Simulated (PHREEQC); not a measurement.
Solution (20 °C): 0.0062 mol SrBr2 per kg of water. Closed to the air; pH follows from the charge balance.

Equilibrium calculation in PHREEQC: ion-association model, phreeqc.dat.

No solid was allowed to form.

Question: Estimate the specific conductance.

Answer: specific conductance 1300 µS/cm.
